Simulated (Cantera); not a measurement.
# Thermodynamics of chemical vapour transport, feed Al2O3 + H2O + N2 + Br2

Feed: 1 mol Al2O3, 0.023 mol H2O, 1.1 mol N2, a varied amount of Br2, at 1575 K and 255 Torr.

Cantera equilibrium calculation (NASA polynomials, part measured and part estimated; ideal gas, pure solids and liquids). Candidate condensed phases: Al, AlBr3, AlN, Al2O3, Br2, H2O; 41 gas species. The numbers say what is thermodynamically allowed, not how fast it happens.

```
n(Br2) (mol)   x N2   x Br   x Br2   x HBr     x O2     x H2O      x NO  n Al2O3(s)
------------  -----  -----  ------  ------  -------  --------  --------  ----------
0.19          0.768  0.156  0.0435  0.0219  0.00534   0.00508  0.000273        1.00
0.23          0.737  0.176  0.0550  0.0224  0.00545   0.00422  0.000270        1.00
0.27          0.709  0.193  0.0662  0.0225  0.00549   0.00356  0.000266        1.00
0.32          0.677  0.212  0.0798  0.0224  0.00548   0.00294  0.000260        1.00
0.38          0.643  0.232  0.0953  0.0221  0.00540   0.00238  0.000251        1.00
0.45          0.608  0.251   0.112  0.0216  0.00528   0.00190  0.000242        1.00
0.53          0.572  0.270   0.130  0.0209  0.00510   0.00151  0.000230        1.00
0.62          0.537  0.289   0.148  0.0201  0.00490   0.00119  0.000219        1.00
0.73          0.499  0.308   0.168  0.0190  0.00465  0.000924  0.000206        1.00
0.86          0.462  0.326   0.189  0.0179  0.00438  0.000705  0.000192       1.000
1             0.427  0.343   0.209  0.0168  0.00410  0.000543  0.000179       1.000
1.2           0.386  0.362   0.233  0.0154  0.00376  0.000391  0.000162       1.000
1.4           0.352  0.377   0.253  0.0141  0.00346  0.000293  0.000149       1.000
```
x: gas mole fraction; n: condensed amount in mol.

From 0.19 mol Br2 to 1.4 mol Br2 the condensed part is Al2O3(s). The main Al-bearing gas is AlBr3 throughout.
